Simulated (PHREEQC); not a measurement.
Dissolve 0.063 mol/kgw HCl, 0.012 mol/kgw MnSO4 and 0.00044 mol/kgw Na2SO4 at 53 °C. Closed to the air; pH follows from the charge balance.

Computed with PHREEQC (ion-association model, phreeqc.dat).

This is a speciation only: nothing precipitates in the calculation.

**Question.** Order these S species by the share of S that they hold, largest first: HSO4-, SO4-2, MnSO4.

**Answer.** HSO4- (74 %), SO4-2 (18 %), MnSO4 (7.7 %)

The pH is 1.35 and the ionic strength 0.0881 mol/kgw. Complexes and solids missing from the database can't appear. At this temperature some constants are extrapolated from 25 °C, and those without enthalpy data are left unchanged.
